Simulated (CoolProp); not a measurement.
The fluid at 293.15 K and 8.14 MPa is throttled through a valve to 5.19 MPa with no heat exchange. The same conditions are run with several fluids, on thermodynamics alone (safety and materials aside).

Computed with CoolProp (reference Helmholtz-energy equation of state of each fluid (R113: Marx 1992; m-xylene: Zhou 2012; sulfur hexafluoride: Guder 2009; propane: Lemmon 2009; propyne: Polt 1992)). The equations of Platzer and Polt are older, rougher fits.

Question: Rank R113, m-xylene, sulfur hexafluoride, propane, propyne by temperature change (K), highest first.

Answer: m-xylene (+1.4), R113 (+1.2), propyne (+0.6), propane (+0.5), sulfur hexafluoride (-0.7)

```tsv
fluid	final density (kg/m³)
R113	1590
m-xylene	867
sulfur hexafluoride	1480
propane	510
propyne	625
```
